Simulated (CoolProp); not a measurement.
Saturated liquid density (kg/m³) of R365MFC: the reference equation beside estimates from Tc = 460.0 K, pc = 3266 kPa, ω = 0.377. Rackett uses Z = 0.29056 − 0.08775 ω.

Values from CoolProp's reference Helmholtz-energy equation of state, Lemmon 2016.

| T (K) | reference | Rackett | van der Waals | Redlich-Kwong | Soave-Redlich-Kwong | Peng-Robinson |
|---|---|---|---|---|---|---|
| 304.2 | 1244 | 1330 | 745.3 | 1088 | 1149 | 1299 |
| 313.2 | ___ | 1308 | 733.6 | 1067 | 1130 | 1278 |
| 322.3 | 1204 | 1285 | 721.4 | 1046 | ___ | 1256 |
| 331.4 | 1183 | 1261 | 708.7 | 1023 | 1089 | 1233 |
| 340.5 | 1161 | 1237 | ___ | 999.5 | 1066 | 1208 |
| 349.6 | 1138 | 1211 | 681.7 | 974.8 | 1042 | 1181 |
| 358.6 | 1115 | 1185 | 667.4 | 949.2 | 1017 | 1153 |
| 367.7 | 1091 | 1158 | 652.3 | 921.9 | 989.4 | 1123 |
| 376.8 | 1065 | 1129 | 636.3 | 893.1 | ___ | 1090 |
| 385.9 | 1038 | 1099 | 619.4 | 862.6 | 928.5 | 1054 |
| 394.9 | 1009 | 1067 | ___ | 830.5 | 894.6 | 1015 |
| 404 | ___ | 1033 | 582.2 | 795.7 | 857.3 | 972.6 |
| 413.1 | 942.5 | 995.9 | 561.1 | 757.9 | 816.2 | 925.2 |
| 422.2 | 903.9 | 954.7 | 537.8 | 716.5 | 770.4 | 871.9 |
| 431.3 | 859.6 | 907.9 | 511.6 | 670.2 | 718.2 | 810.8 |

Some entries are withheld; supply them.


- 313.2, reference: 1224
- 322.3, Soave-Redlich-Kwong: 1110
- 340.5, van der Waals: 695.5
- 376.8, Soave-Redlich-Kwong: 960.1
- 394.9, van der Waals: 601.5
- 404, reference: 977.0

Absolute difference from the reference over all 15 rows, mean and median: Rackett 6.2 and 6.1 %, van der Waals 40.2 and 40.2 %, Redlich-Kwong 16.2 and 15.5 %, Soave-Redlich-Kwong 10.3 and 9.3 %, Peng-Robinson 3.2 and 3.5 %.
